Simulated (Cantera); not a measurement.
**Aluminium nitride and oxide growth: AlCl3 + NH3 + H2 + O2**

Input: 1 mol AlCl3, 0.89 mol NH3, 64 mol H2, 0.28 mol O2, held at 13.0 Pa.

Cantera equilibrium calculation (NASA polynomials, part measured and part estimated; ideal gas, pure solids and liquids). Candidate condensed phases: Al, AlCl3, AlN, Al2O3, H2O, NH4Cl; 45 gas species. Mutual solubility and eutectic melting of coexisting phases are not modelled. The tables' values for AlCl2, AlOH are old estimates; treat these amounts as uncertain. Condensed phases not in the tables: AlOCl, aluminium oxynitride. Equilibrium is a limit: real reactors are often held back by kinetics, nucleation or transport.

From 823 K to 1123 K the condensed part is AlN(s) + Al2O3(s). From 1273 K to 2023 K the condensed part is Al2O3(s). The main Al-bearing gas is AlCl3 at 823 K and AlCl at 2023 K. The share of Al in condensed phases is highest at 823 K (72.3 %) and lowest at 2023 K (12.4 %).

| T (K) | x H2 | x H | x HCl | x AlCl | x N2 | n AlN(s) | n Al2O3(s) |
|---|---|---|---|---|---|---|---|
| 823 | 0.959 | 6.30e-10 | 0.0324 | 2.02e-10 | 0.00404 | 0.349 | 0.187 |
| 973 | 0.960 | 9.29e-8 | 0.0307 | 5.59e-7 | 0.00432 | 0.312 | 0.187 |
| 1123 | 0.961 | 3.66e-6 | 0.0293 | 0.000178 | 0.00462 | 0.270 | 0.187 |
| 1273 | 0.955 | 6.11e-5 | 0.0295 | 0.00604 | 0.00660 | 0 | 0.187 |
| 1423 | 0.949 | 0.000568 | 0.0344 | 0.00873 | 0.00658 | 0 | 0.187 |
| 1573 | 0.946 | 0.00347 | 0.0348 | 0.00912 | 0.00657 | 0 | 0.186 |
| 1723 | 0.934 | 0.0155 | 0.0342 | 0.00925 | 0.00653 | 0 | 0.181 |
| 1873 | 0.895 | 0.0536 | 0.0320 | 0.00961 | 0.00640 | 0 | 0.154 |
| 2023 | 0.798 | 0.149 | 0.0267 | 0.0104 | 0.00607 | 0 | 0.0622 |
x: gas mole fraction; n: condensed amount in mol.
